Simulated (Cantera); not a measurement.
Thermodynamics of silicon oxide and oxynitride deposition, feed SiH2Cl2 + NO + H2

Charge: 1 mol SiH2Cl2, 0.26 mol NO, 3.4 mol H2, at 0.0100 bar.

Method: chemical equilibrium by Gibbs-energy minimisation in Cantera with the NASA 1993 tables (ideal gas, pure condensed phases). Candidate condensed phases: H2O, NH4Cl, Si, SiO2, Si2N2O, Si3N4; 47 gas species. Mutual solubility and eutectic melting of coexisting phases are not modelled. The tables' values for SiCl3, SiCl are old estimates; treat these amounts as uncertain. The tables hold silica as quartz up to 1696 K and as liquid above; real silica turns to tridymite and cristobalite and melts near 1996 K. Gases not in the tables: Si2H6 and higher silanes. Rates play no part.

| T (°C) | x H2 | x HCl | x SiCl2 | x SiO | x SiCl4 | x N2 | x SiCl3 | n Si(s) | n SiO2(β-quartz) | n Si2N2O(s) | n Si(l) |
|---|---|---|---|---|---|---|---|---|---|---|---|
| 902 | 0.809 | 0.0989 | 0.0276 | 2.57e-5 | 0.0446 | 1.71e-10 | 0.0112 | 0.205 | 0.0649 | 0.130 | 0 |
| 1002 | 0.768 | 0.135 | 0.0612 | 0.000408 | 0.0180 | 8.43e-9 | 0.0130 | 0.167 | 0.0639 | 0.130 | 0 |
| 1102 | 0.744 | 0.150 | 0.0869 | 0.00430 | 0.00435 | 2.34e-7 | 0.00907 | 0.117 | 0.0535 | 0.130 | 0 |
| 1202 | 0.724 | 0.149 | 0.0970 | 0.0236 | 0.000875 | 5.68e-6 | 0.00499 | 0.0410 | 0 | 0.130 | 0 |
| 1302 | 0.722 | 0.148 | 0.102 | 0.0239 | 0.000200 | 0.000395 | 0.00280 | 0.0292 | 0 | 0.128 | 0 |
| 1402 | 0.706 | 0.142 | 0.103 | 0.0345 | 5.09e-5 | 0.0115 | 0.00159 | 0.0814 | 0 | 0.0649 | 0 |
| 1502 | 0.685 | 0.145 | 0.0981 | 0.0448 | 1.62e-5 | 0.0224 | 0.000969 | 0 | 0 | 0 | 0.161 |
x: gas mole fraction; n: condensed amount in mol.

From 902 °C to 1102 °C the condensed part is Si(s) + SiO2(β-quartz) + Si2N2O(s). From 1202 °C to 1402 °C the condensed part is Si(s) + Si2N2O(s). At 1502 °C the condensed part is Si(l). The main Si-bearing gas is SiCl4 at 902 °C and SiCl2 at 1502 °C. The share of Si in condensed phases is highest at 902 °C (53.0 %) and lowest at 1502 °C (16.1 %).
